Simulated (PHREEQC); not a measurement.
A solution holds 0.16 mol HF, 0.12 mol NaF and 0.21 mol H3PO4 per kg of water, at 70 °C. Closed to the air; pH follows from the charge balance.

The numbers come from PHREEQC with the ion-association model, phreeqc.dat.

Q: The ionic strength comes out as 0.128 mol/kgw. What activity coefficients do HF2-, HPO4-2, H+, H2PO4-, Na+ get?

A: HF2- 0.75, HPO4-2 0.32, H+ 0.80, H2PO4- 0.76, Na+ 0.75.

Precipitation was switched off in this run. At this temperature some constants are extrapolated from 25 °C, and those without enthalpy data are left unchanged.
